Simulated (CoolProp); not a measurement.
Vapour pressure (kPa) of trans-2-butene: the reference equation beside estimates from Tc = 428.6 K, pc = 4019 kPa, ω = 0.210.

Model: reference Helmholtz-energy equation of state, Lemmon 2005, in CoolProp. It is a short technical equation, of lower accuracy than the large ones.

```
T (K)  reference  Lee-Kesler  van der Waals  Redlich-Kwong  Soave-Redlich-Kwong  Peng-Robinson
-----  ---------  ----------  -------------  -------------  -------------------  -------------
210.5      3.765       3.451          98.83          7.055                3.532          3.822
224        9.091           ?          149.8          16.42                8.634          9.145
237.5      19.57       18.53          217.1          33.89                18.79          19.56
251        38.32       36.84          303.1          63.49                37.17          38.16
264.5      69.37       67.57          409.9          109.9                67.89          68.95
278        117.6       115.8          539.7          178.3                116.0          116.8
291.5      188.7       187.5          694.3              ?                187.5          187.5
304.9      288.2       288.2          874.2          402.0                288.1          286.7
318.4      424.3       426.3           1084          569.2                426.6          423.0
331.9      603.9       608.3              ?          780.4                610.1          603.4
345.4      834.8       842.0           1594           1041                846.9          836.5
358.9       1126        1135           1897           1356                 1145           1131
```

Complete the blanks.


- 224, Lee-Kesler: 8.473
- 291.5, Redlich-Kwong: 274.2
- 331.9, van der Waals: 1323

Absolute difference from the reference over all 12 rows, mean and median: Lee-Kesler 2.7 and 1.2 %, van der Waals 627.3 and 313.4 %, Redlich-Kwong 50.9 and 48.5 %, Soave-Redlich-Kwong 2.3 and 1.6 %, Peng-Robinson 0.5 and 0.5 %.
